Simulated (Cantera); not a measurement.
Cantera run, input and output.

```python
import numpy as np
import cantera as ct

gas = ct.Solution("gri30.yaml")
gas.TPX = 1625, 32000, {'CH4': 1, 'H2': 0.032, 'O2': 1.34, 'N2': 5.05}
reactor = ct.IdealGasReactor(gas, energy="on", clone=False)
net = ct.ReactorNet([reactor])
net.rtol, net.atol = 1e-08, 1e-16
show = ['CH4', 'H2', 'O2', 'CH2O', 'CO', 'HCO', 'C2H2']
times = np.geomspace(1e-06, 3, 15)

steps = ct.SolutionArray(gas, extra=["t"])
rows = []
print(f"{'t/s':>10s}{'T/K':>9s}{'P/Pa':>11s}" + "".join(f"{s:>11s}" for s in show))
for t in times:
    while net.time < t:
        t_next = net.step()
        steps.append(gas.state, t=t_next)
    rows.append([np.interp(t, steps.t, y) for y in (steps.T, steps.P, *steps(*show).X.T)])
    print(f"{t:10.3e}{rows[-1][0]:9.1f}{rows[-1][1]:11.4g}" + "".join(f"{x:11.3e}" for x in rows[-1][2:]))
rate = np.gradient(steps.T, steps.t)
print("integrator steps:", len(steps.t))
if steps.T.max() > steps.T[0] + 200:
    print(f"time of steepest temperature rise: {steps.t[rate.argmax()]:.4e} s")
gas.TPX = 1625, 32000, {'CH4': 1, 'H2': 0.032, 'O2': 1.34, 'N2': 5.05}
gas.equilibrate("UV")
print(f"equilibrium (UV): T = {gas.T:.1f} K  " + "  ".join(f"{s} {gas[s].X[0]:.3e}" for s in show))
```

It prints:

```
       t/s      T/K       P/Pa        CH4         H2         O2       CH2O         CO        HCO       C2H2
 1.000e-06   1625.0    3.2e+04  1.347e-01  4.312e-03  1.805e-01  4.295e-10  1.875e-13  9.058e-15  5.007e-20
 2.902e-06   1625.0    3.2e+04  1.347e-01  4.312e-03  1.805e-01  4.799e-09  5.713e-12  1.253e-13  1.049e-17
 8.420e-06   1625.0    3.2e+04  1.347e-01  4.312e-03  1.805e-01  5.051e-08  1.009e-10  1.460e-12  2.210e-15
 2.443e-05   1624.9    3.2e+04  1.347e-01  4.314e-03  1.805e-01  5.001e-07  1.852e-09  1.616e-11  3.116e-13
 7.089e-05   1624.8    3.2e+04  1.347e-01  4.320e-03  1.805e-01  5.324e-06  5.106e-08  2.255e-10  3.642e-11
 2.057e-04   1624.7    3.2e+04  1.344e-01  4.350e-03  1.804e-01  6.777e-05  2.694e-06  5.914e-09  5.554e-09
 5.969e-04   1635.0  3.223e+04  1.304e-01  5.307e-03  1.781e-01  1.151e-03  4.718e-04  5.878e-07  2.788e-06
 1.732e-03   2851.3  6.347e+04  9.721e-14  7.507e-02  3.928e-03  1.811e-09  9.421e-02  1.818e-07  3.655e-16
 5.026e-03   2845.9  6.335e+04  1.017e-13  7.590e-02  3.687e-03  1.830e-09  9.444e-02  1.809e-07  3.776e-16
 1.458e-02   2845.9  6.335e+04  1.018e-13  7.591e-02  3.684e-03  1.830e-09  9.445e-02  1.809e-07  3.778e-16
 4.232e-02   2845.9  6.335e+04  1.018e-13  7.591e-02  3.684e-03  1.830e-09  9.445e-02  1.809e-07  3.778e-16
 1.228e-01   2845.9  6.335e+04  1.018e-13  7.591e-02  3.684e-03  1.830e-09  9.445e-02  1.809e-07  3.778e-16
 3.563e-01   2845.9  6.335e+04  1.018e-13  7.591e-02  3.684e-03  1.830e-09  9.445e-02  1.809e-07  3.778e-16
 1.034e+00   2845.9  6.335e+04  1.018e-13  7.591e-02  3.684e-03  1.830e-09  9.445e-02  1.809e-07  3.778e-16
 3.000e+00   2845.9  6.335e+04  1.018e-13  7.591e-02  3.684e-03  1.830e-09  9.445e-02  1.809e-07  3.778e-16
integrator steps: 1793
time of steepest temperature rise: 9.3716e-04 s
equilibrium (UV): T = 2845.9 K  CH4 1.243e-13  H2 7.591e-02  O2 3.684e-03  CH2O 1.830e-09  CO 9.445e-02  HCO 1.809e-07  C2H2 4.002e-16
```

Model: GRI-Mech 3.0 (53 species, 325 reactions), integrated in Cantera.
